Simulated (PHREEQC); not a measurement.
Make-up at 25 °C: 0.035 mol/kgw CuCl2, 0.00017 mol/kgw HCl and 0.0042 mol/kgw NaCl. Closed to the air; pH follows from the charge balance.

Computed with PHREEQC (ion-association model, phreeqc.dat).

```json
{
  "pH": "3.85",
  "ionic_strength": "0.104 mol/kgw",
  "specific_conductance": "7240 µS/cm",
  "density": "1.002 g/cm³",
  "total_alkalinity": "-0.170 meq/kg"
}
```

```tsv
species	molality	activity	log γ
Cl-	0.0718	0.0548	-0.117
Cu+2	0.0325	0.0129	-0.403
Na+	0.00420	0.00329	-0.106
CuCl+	0.00247	0.00190	-0.116
H+	0.000173	0.000143	-0.084
CuCl2	5.45e-5	5.58e-5	0.010
CuOH+	1.17e-6	9.00e-7	-0.116
Cu2(OH)2+2	9.62e-7	3.54e-7	-0.434
CuCl3-	1.42e-8	1.09e-8	-0.116
Cu(OH)2	1.28e-8	1.32e-8	0.010
```

This is a speciation only: nothing precipitates in the calculation.
